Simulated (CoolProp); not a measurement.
R1234ze(Z) at several states: Z from the reference equation and from simpler models built on Tc = 150.1 °C, pc = 3.531 MPa, ω = 0.327; each cubic takes its own stable root.

Computed with CoolProp (reference Helmholtz-energy equation of state, Akasaka 2019).

| T (°C) | p (MPa) | phase | reference | van der Waals | Redlich-Kwong | Soave-Redlich-Kwong | Peng-Robinson |
|---|---|---|---|---|---|---|---|
| 152.15 | 4.41 | supercritical | (withheld) | 0.3159 | 0.2677 | 0.2699 | (withheld) |
| 94.45 | 0.447 | gas | 0.9159 | (withheld) | 0.9322 | 0.9270 | 0.9215 |
| 126.75 | 2.17 | gas | 0.6204 | 0.7260 | (withheld) | 0.6595 | 0.6367 |

Task: Some entries are withheld; supply them.

Result: 
- 152.15, reference: 0.1993
- 152.15, Peng-Robinson: 0.2447
- 94.45, van der Waals: 0.9447
- 126.75, Redlich-Kwong: 0.6785
